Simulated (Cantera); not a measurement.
An adiabatic, constant-volume homogeneous reactor starts with 1.27 % CH₄, 0.0823 % C₂H₆, 0.190 % C₃H₈, 10.5 % O₂, 88.0 % N₂, equivalence ratio 0.36, at 1675 K and 1000000 Pa.

Computed with Cantera and GRI-Mech 3.0 (53 species, 325 reactions). GRI-Mech 3.0 was tuned for natural gas; its chemistry of propane as a main component is partial and can be far from experiment.

Question: Predict: time of steepest temperature rise; temperature at 0.200 s; equilibrium temperature; x(H₂) at 0.200 s; x(HO₂) at 0.200 s; x(O) at 0.200 s; x(H₂O₂) at 0.200 s.

Answer: 
| Property | Result |
|---|---|
| time of steepest temperature rise | 11.9 µs |
| temperature at 0.200 s | 2180 K |
| equilibrium temperature | 2178 K |
| x(H₂) at 0.200 s | 3.86e-5 (gas-phase equilibrium 3.84e-5) |
| x(HO₂) at 0.200 s | 2.51e-6 (gas-phase equilibrium 2.49e-6) |
| x(O) at 0.200 s | 0.000166 (gas-phase equilibrium 0.000165) |
| x(H₂O₂) at 0.200 s | 1.01e-7 (gas-phase equilibrium 1.01e-7) |
